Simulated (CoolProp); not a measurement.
Fluorine at several states: density (kg/m³) from the reference equation and from simpler models built on Tc = 144.4 K, pc = 5240 kPa, ω = 0.045; each cubic takes its own stable root.

Values from CoolProp's reference Helmholtz-energy equation of state, de Reuck 1990.

```json
[
 {"T (K)": "59.3", "p (kPa)": "6490", "phase": "liquid", "reference": "1679"},
 {"T (K)": "228.6", "p (kPa)": "15200", "phase": "supercritical", "reference": "358.0"},
 {"T (K)": "160.7", "p (kPa)": "20000", "phase": "supercritical", "reference": "989.9"},
 {"T (K)": "68.6", "p (kPa)": "1400", "phase": "liquid", "reference": "1614"},
 {"T (K)": "109.8", "p (kPa)": "16000", "phase": "liquid", "reference": "1379"},
 {"T (K)": "233.7", "p (kPa)": "9960", "phase": "supercritical", "reference": "218.0"}
]
```

Problem. How far does each simpler model (van der Waals, Redlich-Kwong, Soave-Redlich-Kwong, Peng-Robinson) lie from the reference over these 6 states: mean and median of the absolute difference, and the worst?

Solution. 
- van der Waals: mean 20.4 %, median 23.2 %, worst -31.5 % at 68.6 K and 1400 kPa
- Redlich-Kwong: mean 1.6 %, median 1.4 %, worst -3.6 % at 160.7 K and 20000 kPa
- Soave-Redlich-Kwong: mean 1.5 %, median 0.9 %, worst -4.2 % at 160.7 K and 20000 kPa
- Peng-Robinson: mean 8.2 %, median 9.0 %, worst +13.1 % at 68.6 K and 1400 kPa
